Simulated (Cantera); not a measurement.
What does this Cantera script print?

```python
import numpy as np
import cantera as ct

gas = ct.Solution("gri30.yaml")


def delay(T, t_max=10):
    gas.TPX = T, 1000000, {'CO': 1, 'H2': 1.4, 'CH4': 0.51, 'O2': 2.58, 'N2': 9.71}
    reactor = ct.IdealGasReactor(gas, clone=False)
    net = ct.ReactorNet([reactor])
    net.rtol, net.atol = 1e-8, 1e-16
    while net.time < t_max:
        t_old, T_old = net.time, reactor.T
        net.step()
        if reactor.T > T + 400:  # ignition: a rise of 400 K
            return t_old + (T + 400 - T_old) / (reactor.T - T_old) * (net.time - t_old)
    return np.nan


taus = []
for T in [875, 950, 1025, 1100, 1175, 1250, 1325, 1400, 1475, 1550]:
    taus.append(delay(T))
    print(f"T0 = {T:6g} K   tau = {taus[-1]:.4e} s")
```

Output:

```
T0 =    875 K   tau = 1.8817e-01 s
T0 =    950 K   tau = 2.3303e-02 s
T0 =   1025 K   tau = 3.5321e-03 s
T0 =   1100 K   tau = 6.0079e-04 s
T0 =   1175 K   tau = 1.2454e-04 s
T0 =   1250 K   tau = 3.9831e-05 s
T0 =   1325 K   tau = 1.7934e-05 s
T0 =   1400 K   tau = 9.8667e-06 s
T0 =   1475 K   tau = 6.1296e-06 s
T0 =   1550 K   tau = 4.1325e-06 s
```

Computed with Cantera and GRI-Mech 3.0 (53 species, 325 reactions). Below about 1000 K GRI-Mech 3.0 lacks low-temperature oxidation paths. Below about 950 K walls govern HO2 and H2O2 in real vessels.
